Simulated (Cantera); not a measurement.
A perfectly stirred reactor is fed with C2H4 : O2 : N2 : CO2 = 1 : 2.5 : 9.4 : 0.26 (molar parts), equivalence ratio 1.2, at 74000 Pa; it is adiabatic with a 600 K inlet, and is followed from long to short residence time, starting on the burning branch (τ in s: 0.072, 0.034, 0.016, 0.0072, 0.0034, 0.0016, 0.00073, 0.00034, 0.00016, 7.3e-05, 3.4e-05, 1.6e-05).

Model: GRI-Mech 3.0 (53 species, 325 reactions), integrated in Cantera. GRI-Mech 3.0 was tuned for natural gas; its chemistry of ethylene as a main component is partial and can be far from experiment.

What does this change do: pressure from 74000 Pa to 22000 Pa?


```json
[
 {"quantity": "blow-out, bracketed by the residence times tried", "before": "burning at 34.0 µs, out at 16.0 µs", "after": "burning at 0.160 ms, out at 73.0 µs"},
 {"quantity": "x(C2H4) at τ = 72.0 ms", "before": "1.04e-6", "after": "2.25e-6"},
 {"quantity": "x(O2) at τ = 72.0 ms", "before": "0.00328", "after": "0.00681"},
 {"quantity": "x(CO2) at τ = 72.0 ms", "before": "0.0956", "after": "0.0894"},
 {"quantity": "x(H2O) at τ = 72.0 ms", "before": "0.125", "after": "0.119"},
 {"quantity": "x(CH2O) at τ = 72.0 ms", "before": "2.18e-7", "after": "3.48e-7"},
 {"quantity": "x(C2H4) at τ = 0.730 ms", "before": "4.84e-5", "after": "0.000142"},
 {"quantity": "x(O2) at τ = 0.730 ms", "before": "0.0124", "after": "0.0171"},
 {"quantity": "x(CO2) at τ = 0.730 ms", "before": "0.0813", "after": "0.0748"},
 {"quantity": "x(H2O) at τ = 0.730 ms", "before": "0.111", "after": "0.104"},
 {"quantity": "x(CH2O) at τ = 0.730 ms", "before": "5.63e-6", "after": "1.39e-5"}
]
```
